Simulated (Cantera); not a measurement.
An isothermal, constant-pressure homogeneous reactor starts with 43.5 % C₂H₆, 56.5 % N₂, at 1450 K and 13300 Pa.

Computed with Cantera and GRI-Mech 3.0 (53 species, 325 reactions). GRI-Mech 3.0 stops at C3 and has no aromatics, soot or wall deposition, so with more carbon than oxygen in the feed, carbon stays in small species such as C2H2 where larger ones or solid carbon would form.

Question: Predict: x(C₂H₆) at 6.00 s; x(CH₄) at 6.00 s; x(C₂H) at 6.00 s; x(CH₃) at 6.00 s; x(H₂) at 6.00 s; x(H) at 6.00 s; x(CH₂) at 6.00 s.

Answer: 
```json
{
  "x(C₂H₆) at 6.00 s": "1.28e-5 (gas-phase equilibrium 3.56e-6)",
  "x(CH₄) at 6.00 s": "0.0717 (gas-phase equilibrium 0.0237)",
  "x(C₂H) at 6.00 s": "8.96e-9 (gas-phase equilibrium 9.28e-9)",
  "x(CH₃) at 6.00 s": "4.52e-5 (gas-phase equilibrium 1.88e-5)",
  "x(H₂) at 6.00 s": "0.388 (gas-phase equilibrium 0.438)",
  "x(H) at 6.00 s": "1.22e-5 (gas-phase equilibrium 1.73e-5)",
  "x(CH₂) at 6.00 s": "1.08e-9 (gas-phase equilibrium 5.75e-10)"
}
```
